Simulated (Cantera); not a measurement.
Input: 1 mol CH₃SiCl₃, 2.5 mol HCl, 220 mol H₂, 0.014 mol C₂H₂, at 1100 K and 100 Torr.

Cantera equilibrium calculation (NASA polynomials, part measured and part estimated; ideal gas, pure solids and liquids). Candidate condensed phases: C, C₆H₆, C₇H₈, C₈H₁₈, Si, SiC; 109 gas species. The feed counts by its element totals alone. The tables' values for SiCl₃ are old estimates; treat these amounts as uncertain. Kinetics and transport are ignored.

Base state: H₂ 0.976, HCl 0.0237, CH₄ 0.000334, SiCl₄ 0.000112, SiHCl₃ 6.81e-5, SiCl₂ 1.38e-5, SiCl₃ 1.06e-5 (mole fractions); condensed: SiC(s).

Task: What changes in the equilibrium state with this change: temperature from 1100 K to 1875 K?

Result: 
```csv
species,before,after
H₂,0.976,0.974
HCl,0.0237,0.0241
H,6.99e-8,0.00177
SiCl₂,1.38e-5,0.000101
C₂H₂ (acetylene),<1e-9,9.55e-5
SiCl₄,0.000112,1.53e-9
Cl,1.52e-9,3.32e-5
"SiC(s), mol",0.953,0.975
```
